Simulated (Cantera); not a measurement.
Mixture: CH4 : O2 : N2 = 1.4 : 3.17 : 8.89 (molar parts), equivalence ratio 0.88, at 465 Torr, adiabatic and at constant volume. Ignition delay is the time to a rise of 400 K.

Cantera simulation using GRI-Mech 3.0 (53 species, 325 reactions); the numbers are that mechanism's predictions, not measurements.

### Question
Predict: delay at 1050 K; delay at 1200 K; delay at 1350 K; delay at 1500 K; delay at 1650 K; apparent activation energy between 1500 and 1650 K.

### Answer
```
Quantity                                                Result
--------------------------------------------------  ----------
delay at 1050 K                                        0.526 s
delay at 1200 K                                        47.4 ms
delay at 1350 K                                        6.28 ms
delay at 1500 K                                        1.24 ms
delay at 1650 K                                       0.358 ms
apparent activation energy between 1500 and 1650 K  170 kJ/mol
```
